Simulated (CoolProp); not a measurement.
Aqueous potassium carbonate as a coolant, at -3 °C, 1 atm.

The numbers come from the Melinder's fits for secondary coolants in CoolProp.

```json
[
 {"mass %": "13.2", "freezing point (°C)": "-5.0", "density (kg/m³)": "1129", "cp (kJ/(kg K))": "3.529", "conductivity (W/(m K))": "0.548", "viscosity (mPa s)": "2.53"},
 {"mass %": "15.9", "freezing point (°C)": "-6.4", "density (kg/m³)": "1156", "cp (kJ/(kg K))": "3.427", "conductivity (W/(m K))": "0.545", "viscosity (mPa s)": "2.70"},
 {"mass %": "18.6", "freezing point (°C)": "-7.9", "density (kg/m³)": "1184", "cp (kJ/(kg K))": "3.326", "conductivity (W/(m K))": "0.543", "viscosity (mPa s)": "2.92"},
 {"mass %": "21.3", "freezing point (°C)": "-9.7", "density (kg/m³)": "1213", "cp (kJ/(kg K))": "3.225", "conductivity (W/(m K))": "0.540", "viscosity (mPa s)": "3.19"},
 {"mass %": "24", "freezing point (°C)": "-11.9", "density (kg/m³)": "1242", "cp (kJ/(kg K))": "3.125", "conductivity (W/(m K))": "0.537", "viscosity (mPa s)": "3.53"},
 {"mass %": "26.8", "freezing point (°C)": "-14.7", "density (kg/m³)": "1273", "cp (kJ/(kg K))": "3.026", "conductivity (W/(m K))": "0.535", "viscosity (mPa s)": "3.98"},
 {"mass %": "29.5", "freezing point (°C)": "-17.9", "density (kg/m³)": "1303", "cp (kJ/(kg K))": "2.937", "conductivity (W/(m K))": "0.532", "viscosity (mPa s)": "4.54"},
 {"mass %": "32.2", "freezing point (°C)": "-21.8", "density (kg/m³)": "1334", "cp (kJ/(kg K))": "2.856", "conductivity (W/(m K))": "0.529", "viscosity (mPa s)": "5.26"}
]
```
